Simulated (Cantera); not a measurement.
## Gas-phase reforming

A perfectly stirred reactor is fed with CH4 : H2O : H2 = 1 : 4.6 : 0.092 (molar parts), at 20.0 bar; it is held at 2025 K, and followed from long to short residence time.

Computed with Cantera and GRI-Mech 3.0 (53 species, 325 reactions). The pressure lies above the range GRI-Mech 3.0 was tuned for (to about 10 atm).

| τ (s) | x CH4 | x H2O | x H2 | x CH2CO | x O2 | x C2H4 | x H |
|---|---|---|---|---|---|---|---|
| 8.2 | 2.92e-5 | 0.444 | 0.425 | 2.95e-9 | 6.66e-9 | 1.36e-9 | 0.000282 |
| 1.5 | 0.000158 | 0.444 | 0.425 | 1.66e-8 | 6.64e-9 | 3.81e-8 | 0.000281 |
| 0.28 | 0.000810 | 0.446 | 0.424 | 1.05e-7 | 6.65e-9 | 9.91e-7 | 0.000280 |
| 0.052 | 0.00358 | 0.452 | 0.417 | 8.40e-7 | 6.99e-9 | 1.89e-5 | 0.000277 |
| 0.0097 | 0.0115 | 0.478 | 0.392 | 6.22e-6 | 8.43e-9 | 0.000178 | 0.000268 |
| 0.0018 | 0.0261 | 0.544 | 0.330 | 2.82e-5 | 1.34e-8 | 0.000696 | 0.000245 |
| 0.00033 | 0.0486 | 0.641 | 0.238 | 6.78e-5 | 2.78e-8 | 0.00138 | 0.000203 |
x: mole fraction; the columns are a selection and need not sum to one.
